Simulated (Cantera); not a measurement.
Feed: 1 mol TEOS, 0.91 mol O3, 1.3 mol N2, held at 13.0 mbar.

Equilibrium computed with Cantera from the NASA thermochemical tables; the gas is ideal and each condensed phase is pure. Candidate condensed phases: C, C6H6, C7H8, C8H18, H2O, Si, SiC, SiO2, Si2N2O, Si3N4; 151 gas species. The feed counts by its element totals alone. Kinetics and transport are ignored.

Which condensed phases are stable at each of these points (T (K)): 573, 623, 673, 723, 773, 823, 873, 923, 973, 1023, 1073, 1123?


```tsv
T (K)	condensed phases	Si condensed (%)
573	C(graphite) + SiO2(α-quartz)	100.0
623	C(graphite) + SiO2(α-quartz)	100.0
673	C(graphite) + SiO2(α-quartz)	100.0
723	C(graphite) + SiO2(α-quartz)	100.0
773	C(graphite) + SiO2(α-quartz)	100.0
823	C(graphite) + SiO2(α-quartz)	100.0
873	C(graphite) + SiO2(β-quartz)	100.0
923	C(graphite) + SiO2(β-quartz)	100.0
973	C(graphite) + SiO2(β-quartz)	100.0
1023	C(graphite) + SiO2(β-quartz)	100.0
1073	C(graphite) + SiO2(β-quartz)	100.0
1123	C(graphite) + SiO2(β-quartz)	100.0
```

From 573 K to 823 K the condensed part is C(graphite) + SiO2(α-quartz). From 873 K to 1123 K the condensed part is C(graphite) + SiO2(β-quartz).
